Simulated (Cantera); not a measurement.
Input (Python, Cantera) and output of one run.

```python
import numpy as np
import cantera as ct

gas_names = """
    Fe FeO Fe(OH)2 H HO2 H2 H2O H2O2 H2S H2SO4 O OH O2 O3 S SH SO SO2 SO3 S2 S2O S8
""".split()
cond_names = """
    Fe(a) Fe(c) Fe(d) Fe(L) FeO(s) FeO(L) Fe(OH)2(s) Fe(OH)3(s) FeS(a) FeS(b) FeS(c) FeS(L) FeSO4(s)
    FeS2(s) Fe2O3(s) Fe2S3O12(s) Fe3O4(s) H2O(s) H2O(L) H2SO4(L) S(cr1) S(cr2) S(L)
""".split()


def load(file, names, dense=False):
    # The tables refer to 1 bar. Condensed volumes are neglected.
    table = {s.name: s for s in ct.Species.list_from_file(file)}
    out = []
    for n in names:
        d = dict(table[n].input_data)
        d["thermo"] = dict(d["thermo"], **{"reference-pressure": 1e5})
        if dense:
            d["equation-of-state"] = {"model": "constant-volume", "density": "1e6 g/cm^3"}
        out.append(ct.Species.from_dict(d))
    return out


gas = ct.Solution(thermo="ideal-gas", species=load("nasa_gas.yaml", gas_names))
cond = {s.name: ct.Solution(thermo="fixed-stoichiometry", species=[s], name=s.name)
        for s in load("nasa_condensed.yaml", cond_names, dense=True)}
atoms = {
    'FeS2': {'Fe': 1, 'S': 2},
    'H2S': {'H': 2, 'S': 1},
    'O2': {'O': 2},
}
top_T = {'FeSO4(s)': 950, 'FeS2(s)': 1010, 'Fe2O3(s)': 1830, 'Fe2S3O12(s)': 1100, 'Fe3O4(s)': 1870}  # K; cautious upper limits of use, not melting points


def equilibrate(T, P, feed):
    n = {}
    for name, mol in feed.items():
        for a, k in atoms[name].items():
            n[a] = n.get(a, 0.0) + k * mol
    gas.TPX = T, P, n
    mass = sum(n.values()) * gas.mean_molecular_weight
    gas.equilibrate("TP")
    valid = [c for c in cond.values() if c.min_temp <= T <= top_T.get(c.name, c.max_temp)]
    mix = ct.Mixture([(gas, mass / gas.mean_molecular_weight)] + [(c, 0.0) for c in valid])
    mix.T, mix.P = T, P
    mix.equilibrate("TP", solver="vcs", rtol=1e-11, max_steps=5000)
    return mix


results = []
feed = {'FeS2': 1, 'H2S': 2, 'O2': 0.13}  # mol
T = 700  # K
P = 360000  # Pa
mix = equilibrate(T, P, feed)
results.append((T, P, feed, dict(zip(mix.species_names, mix.species_moles))))
print(gas.report(threshold=0.001))
for i in range(1, mix.n_phases):
    print(f"{mix.phase(i).name:16s} {mix.phase_moles(i):12.5e} mol")
```

Result:

```
       temperature   700 K
          pressure   3.6e+05 Pa
           density   2.1937 kg/m^3
  mean mol. weight   35.465 kg/kmol
   phase of matter   gas

                          1 kg             1 kmol
                     ---------------   ---------------
          enthalpy       -8.6324e+05       -3.0615e+07  J
   internal energy       -1.0273e+06       -3.6435e+07  J
           entropy            6579.2        2.3333e+05  J/K
    Gibbs function       -5.4687e+06       -1.9395e+08  J
 heat capacity c_p            1193.7             42334  J/K
 heat capacity c_v            959.23             34019  J/K

                      mass frac. Y      mole frac. X     chem. pot. / RT
                     ---------------   ---------------   ---------------
               H2O          0.064749           0.12747           -66.198
               H2S            0.8195           0.85291           -28.354
                S2         0.0074246         0.0041066           -10.754
                S8           0.10824          0.014967           -43.014
     [  +18 minor]        8.3847e-05          0.000549

Fe(a)             0.00000e+00 mol
FeO(s)            0.00000e+00 mol
Fe(OH)2(s)        0.00000e+00 mol
Fe(OH)3(s)        0.00000e+00 mol
FeS(c)            0.00000e+00 mol
FeSO4(s)          0.00000e+00 mol
FeS2(s)           1.00000e+00 mol
Fe2O3(s)          0.00000e+00 mol
Fe2S3O12(s)       0.00000e+00 mol
Fe3O4(s)          0.00000e+00 mol
H2SO4(L)          0.00000e+00 mol
S(L)              0.00000e+00 mol
```

Cantera equilibrium calculation (NASA polynomials, part measured and part estimated; ideal gas, pure solids and liquids). Gases not in the tables: S3 to S7.
